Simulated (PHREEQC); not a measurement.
PHREEQC input (Pitzer model, pitzer.dat):

```
SOLUTION 1
  temp 25
  units mol/kgw
  pH 7 charge
  C(4) 0.41
  K 0.7218
  S(6) 0.0059
END
USE solution 1
INCREMENTAL_REACTIONS false
REACTION 1
  H2O -1
  0 9.886 18.011 24.689 30.178 34.689 38.397 41.444
  43.949 46.007 47.699 49.089 50.232 51.172 51.944 moles
EQUILIBRIUM_PHASES 1
  Arcanite 0 0
  Kalicinite 0 0
  Misenite 0 0
SELECTED_OUTPUT 1
  -reset false
  -pH true
  -pe true
  -ionic_strength true
  -water true
  -activities H2O
  -totals C K S
  -molalities H+ K+ CO3-2 SO4-2 OH- HCO3- CO2 HSO4-
  -equilibrium_phases Arcanite Kalicinite Misenite
PRINT
  -reset false
END
```

Selected output (columns that matter, 15 of 15 rows; water left (kg) added in front):

```
water left (kg)	pH	mu	C	K	S	m_H+	m_K+	m_CO3-2	m_SO4-2	m_OH-	m_HCO3-	la_H2O	Arcanite	Kalicinite
1	10.197	1.0275	0.41	0.7218	0.0059	1.5833e-10	0.7218	0.2998	0.0059	0.00020737	0.11019	-0.0071888	0	0
0.821895	10.178	1.2502	0.49885	0.87821	0.0071785	1.7779e-10	0.87821	0.36483	0.0071785	0.00019289	0.13401	-0.0087113	0	0
0.675515	10.161	1.5212	0.60694	1.0685	0.0087341	1.995e-10	1.0685	0.44394	0.0087341	0.00017824	0.16299	-0.010572	0	0
0.555205	10.148	1.8509	0.73847	1.3001	0.010627	2.2316e-10	1.3001	0.54019	0.010627	0.00016354	0.19826	-0.012859	0	0
0.456316	10.138	2.252	0.8985	1.5818	0.01293	2.4807e-10	1.5818	0.65731	0.01293	0.0001489	0.24117	-0.015692	0	0
0.375046	10.134	2.7401	1.0932	1.9246	0.015731	2.7289e-10	1.9246	0.79979	0.015731	0.00013449	0.29339	-0.019234	0	0
0.308243	10.139	3.334	1.3301	2.3417	0.019141	2.9551e-10	2.3417	0.97316	0.019141	0.00012046	0.35694	-0.023717	0	0
0.253348	10.153	4.0564	1.6183	2.849	0.023288	3.1289e-10	2.849	1.1841	0.023288	0.00010698	0.43424	-0.029462	0	0
0.208218	10.182	4.9356	1.9691	3.4666	0.028336	3.2125e-10	3.4666	1.4407	0.028336	9.4189e-05	0.52833	-0.036925	0	0
0.171141	10.228	6.0049	2.3957	4.2176	0.034474	3.1657e-10	4.2176	1.7529	0.034474	8.223e-05	0.64277	-0.04674	0	0
0.140658	10.296	7.3063	2.9149	5.1316	0.041946	2.9562e-10	5.1316	2.1328	0.041946	7.1199e-05	0.78206	-0.059801	0	0
0.115616	10.391	8.8797	3.5462	6.2369	0.047964	2.5898e-10	6.2369	2.5948	0.047964	6.1147e-05	0.95144	-0.077248	0.00035458	0
0.0950238	10.515	10.721	4.3147	7.5332	0.030714	2.1991e-10	7.5332	3.1571	0.030714	5.1741e-05	1.1576	-0.10013	0.0029814	0
0.0780888	10.681	12.989	5.2504	9.1287	0.018263	1.693e-10	9.1287	3.8417	0.018263	4.349e-05	1.4087	-0.13132	0.0044739	0
0.0641804	11.002	15.297	5.9181	10.612	0.010005	9.1386e-11	10.612	4.6743	0.010005	5.1216e-05	1.2439	-0.16718	0.0052579	0.030172
```

Species that the database lacks are ignored.
